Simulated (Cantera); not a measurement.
An adiabatic, constant-volume homogeneous reactor starts with 3.82 % CH3OH, 17.9 % O2, 67.2 % N2, 11.1 % H2O, equivalence ratio 0.32, at 1125 K and 17.0 bar.

Detailed kinetics in Cantera: GRI-Mech 3.0 (53 species, 325 reactions). GRI-Mech 3.0 was tuned for natural gas; its chemistry of methanol as a main component is partial and can be far from experiment. The pressure lies above the range GRI-Mech 3.0 was tuned for (to about 10 atm).

x: mole fraction; the columns are a selection and need not sum to one.

| t (s) | T (K) | P (bar) | x CH3OH | x O2 | x H2O | x C2H2 | x CH2O |
|---|---|---|---|---|---|---|---|
| 2.00e-6 | 1125 | 17.0 | 0.0382 | 0.179 | 0.111 | <1e-12 | (withheld) |
| 5.37e-6 | 1125 | 17.0 | 0.0382 | 0.179 | 0.111 | <1e-12 | (withheld) |
| 1.44e-5 | 1125 | 17.0 | 0.0382 | 0.179 | 0.111 | <1e-12 | (withheld) |
| 3.86e-5 | 1125 | 17.0 | 0.0382 | 0.179 | 0.111 | <1e-12 | (withheld) |
| 0.000104 | 1125 | 17.0 | 0.0382 | 0.179 | 0.111 | <1e-12 | (withheld) |
| 0.000278 | 1125 | 17.0 | 0.0382 | 0.179 | 0.111 | <1e-12 | (withheld) |
| 0.000746 | 1125 | 17.0 | 0.0382 | 0.179 | 0.111 | <1e-12 | (withheld) |
| 0.00200 | 1125 | 17.0 | 0.0382 | 0.179 | 0.111 | <1e-12 | (withheld) |
| 0.00537 | 1968 | 30.3 | <1e-12 | 0.119 | 0.183 | <1e-12 | <1e-12 |
| 0.0144 | 1968 | 30.3 | <1e-12 | 0.119 | 0.183 | <1e-12 | <1e-12 |
| 0.0386 | 1968 | 30.3 | <1e-12 | 0.119 | 0.183 | <1e-12 | <1e-12 |
| 0.104 | 1967 | 30.3 | <1e-12 | 0.119 | 0.183 | <1e-12 | <1e-12 |
| 0.278 | 1964 | 30.3 | <1e-12 | 0.119 | 0.183 | <1e-12 | <1e-12 |
| 0.746 | 1960 | 30.2 | <1e-12 | 0.118 | 0.183 | <1e-12 | <1e-12 |
| 2.00 | 1956 | 30.1 | <1e-12 | 0.117 | 0.183 | <1e-12 | <1e-12 |

### Question
Complete the blanks.

### Answer

- 2.00e-6, x CH2O: 2.32e-9
- 5.37e-6, x CH2O: 6.86e-9
- 1.44e-5, x CH2O: 2.09e-8
- 3.86e-5, x CH2O: 6.23e-8
- 0.000104, x CH2O: 1.78e-7
- 0.000278, x CH2O: 5.23e-7
- 0.000746, x CH2O: 1.93e-6
- 0.00200, x CH2O: 1.70e-5
